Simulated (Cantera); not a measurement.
A closed system holds: 1 mol Si₃N₄, 3.8 mol H₂, at 1225 K and 0.00133 bar.

These are equilibrium values from Cantera (NASA tables, ideal gas, pure condensed phases), not measurements of a reactor. Candidate condensed phases: Si, Si₃N₄; 18 gas species. The numbers say what is thermodynamically allowed, not how fast it happens.

Base state: H₂ 1.000, N₂ 4.57e-5 (mole fractions); condensed: Si₃N₄(s).

### Question
What changes in the equilibrium state with this change: 0.025 mol HF added?

### Answer
| species | before | after |
|---|---|---|
| H₂ | 1.000 | 0.997 |
| SiF₄ | 0 | 0.00125 |
| N₂ | 4.57e-5 | 0.00105 |
| HF | 0 | 0.000611 |
| SiF₃ | 0 | 0.000199 |
| SiHF₃ | 0 | 8.83e-5 |
| SiF₂ | 0 | 3.25e-5 |
| Si₃N₄(s), mol | 1.000 | 0.998 |
The tables' values for SiF₃, SiF₂ are old estimates; treat these amounts as uncertain.
